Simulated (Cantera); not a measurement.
Input: 1 mol Si, 0.72 mol CO₂, 54 mol N₂, held at 1473 K and 10.0 mbar.

Method: chemical equilibrium by Gibbs-energy minimisation in Cantera with the NASA 1993 tables (ideal gas, pure condensed phases). Candidate condensed phases: C, Si, SiC, SiO₂, Si₂N₂O, Si₃N₄; 34 gas species. N₂ is the only nitrogen source here; it is nearly inert below about 1500 K, so the nitride shown seldom forms there in practice. Mutual solubility and eutectic melting of coexisting phases are not modelled. The tables hold silica as quartz up to 1696 K and as liquid above; real silica turns to tridymite and cristobalite and melts near 1996 K. Rates play no part.

Base state: N₂ 0.986, CO 0.0133, SiO 0.000496 (mole fractions); condensed: SiO₂(β-quartz) + Si₂N₂O(s).

**Question.** What changes in the equilibrium state with this change: CO₂ from 0.72 to 0.088 mol?

**Answer.** 
| species | before | after |
|---|---|---|
| N₂ | 0.986 | 1.000 |
| CO | 0.0133 | 0.000394 |
| SiO | 0.000496 | 6.22e-6 |
| SiO₂(β-quartz), mol | 0.138 | 0 |
| Si₂N₂O(s), mol | 0.418 | 0.155 |
| SiC(s), mol | 0 | 0.0669 |
| Si₃N₄(s), mol | 0 | 0.208 |
